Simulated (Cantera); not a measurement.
Charge: 1 mol MgSO4, 6.1 mol CO2, 0.26 mol H2, at 1748 K and 13.3 mbar.

Equilibrium computed with Cantera from the NASA thermochemical tables; the gas is ideal and each condensed phase is pure. Candidate condensed phases: C, C6H6, C7H8, C8H18, H2O, H2SO4, Mg, MgCO3, MgO, Mg(OH)2, MgS, MgSO4, S; 130 gas species. Kinetics and transport are ignored.

Base state: CO2 0.784, SO2 0.129, O2 0.0494, H2O 0.0332, CO 0.00361, OH 0.000589, O 0.000141, SO 5.47e-5 (mole fractions); condensed: MgO(s).

### Question
What changes in the equilibrium state with this change: H2 from 0.26 to 0.14 mol?

### Answer
```csv
species,before,after
CO2,0.784,0.790
SO2,0.129,0.130
O2,0.0494,0.0575
H2O,0.0332,0.0180
H2,4.24e-5,2.12e-5
H,1.29e-5,9.12e-6
OH,0.000589,0.000450
"MgO(s), mol",1.000,1.000
```
